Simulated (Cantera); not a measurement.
A perfectly stirred reactor is fed with NO : N2 = 1 : 0.84 (molar parts), at 1.38 atm; it is held at 1900 K, and followed from long to short residence time.

Detailed kinetics in Cantera: GRI-Mech 3.0 (53 species, 325 reactions).

**Question.** What does this change do: 0.18 parts H2O added?

**Answer.** 
```json
[
 {"quantity": "x(NO) at τ = 27.0 s", "before": "0.0602", "after": "0.0557"},
 {"quantity": "x(O) at τ = 27.0 s", "before": "0.000125", "after": "0.000119"},
 {"quantity": "x(O2) at τ = 27.0 s", "before": "0.241", "after": "0.219"},
 {"quantity": "x(NO2) at τ = 27.0 s", "before": "0.000157", "after": "0.000138"},
 {"quantity": "x(N2O) at τ = 27.0 s", "before": "1.89e-6", "after": "1.24e-6"},
 {"quantity": "x(NO) at τ = 0.230 s", "before": "0.457", "after": "0.419"},
 {"quantity": "x(O) at τ = 0.230 s", "before": "5.73e-5", "after": "5.08e-5"},
 {"quantity": "x(O2) at τ = 0.230 s", "before": "0.0429", "after": "0.0374"},
 {"quantity": "x(NO2) at τ = 0.230 s", "before": "0.000531", "after": "0.000437"},
 {"quantity": "x(N2O) at τ = 0.230 s", "before": "9.28e-5", "after": "5.31e-5"}
]
```

**Question.** What does this change do: temperature 1900 to 2100 K?

**Answer.** 
| quantity | before | after |
|---|---|---|
| x(NO) at τ = 27.0 s | 0.0602 | 0.0196 |
| x(O) at τ = 27.0 s | 0.000125 | 0.000605 |
| x(O2) at τ = 27.0 s | 0.241 | 0.262 |
| x(NO2) at τ = 27.0 s | 0.000157 | 3.80e-5 |
| x(N2O) at τ = 27.0 s | 1.89e-6 | 7.93e-7 |
| x(NO) at τ = 0.230 s | 0.457 | 0.269 |
| x(O) at τ = 0.230 s | 5.73e-5 | 0.000448 |
| x(O2) at τ = 0.230 s | 0.0429 | 0.136 |
| x(NO2) at τ = 0.230 s | 0.000531 | 0.000382 |
| x(N2O) at τ = 0.230 s | 9.28e-5 | 3.42e-5 |
